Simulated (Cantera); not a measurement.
Feed: 1 mol SiCl4, 0.24 mol C2H4, 610 mol H2, held at 0.00250 bar.

Equilibrium computed with Cantera from the NASA thermochemical tables; the gas is ideal and each condensed phase is pure. Candidate condensed phases: C, C6H6, C7H8, C8H18, Si, SiC; 109 gas species. Mutual solubility and eutectic melting of coexisting phases are not modelled. Gases not in the tables: Si2H6 and higher silanes. The numbers say what is thermodynamically allowed, not how fast it happens.

Which condensed phases are stable at each of these points (T (K)): 1523, 1548, 1573, 1598, 1623, 1648, 1673, 1698, 1723, 1748, 1773?


```json
[
 {"T (K)": "1523", "condensed phases": "Si(s) + SiC(s)", "Si condensed (%)": "91.4"},
 {"T (K)": "1548", "condensed phases": "Si(s) + SiC(s)", "Si condensed (%)": "90.8"},
 {"T (K)": "1573", "condensed phases": "Si(s) + SiC(s)", "Si condensed (%)": "89.9"},
 {"T (K)": "1598", "condensed phases": "Si(s) + SiC(s)", "Si condensed (%)": "88.6"},
 {"T (K)": "1623", "condensed phases": "Si(s) + SiC(s)", "Si condensed (%)": "86.6"},
 {"T (K)": "1648", "condensed phases": "Si(s) + SiC(s)", "Si condensed (%)": "83.5"},
 {"T (K)": "1673", "condensed phases": "Si(s) + SiC(s)", "Si condensed (%)": "78.8"},
 {"T (K)": "1698", "condensed phases": "Si(l) + SiC(s)", "Si condensed (%)": "72.0"},
 {"T (K)": "1723", "condensed phases": "Si(l) + SiC(s)", "Si condensed (%)": "63.1"},
 {"T (K)": "1748", "condensed phases": "Si(l) + SiC(s)", "Si condensed (%)": "50.2"},
 {"T (K)": "1773", "condensed phases": "SiC(s)", "Si condensed (%)": "47.6"}
]
```

From 1523 K to 1673 K the condensed part is Si(s) + SiC(s). From 1698 K to 1748 K the condensed part is Si(l) + SiC(s). At 1773 K the condensed part is SiC(s).
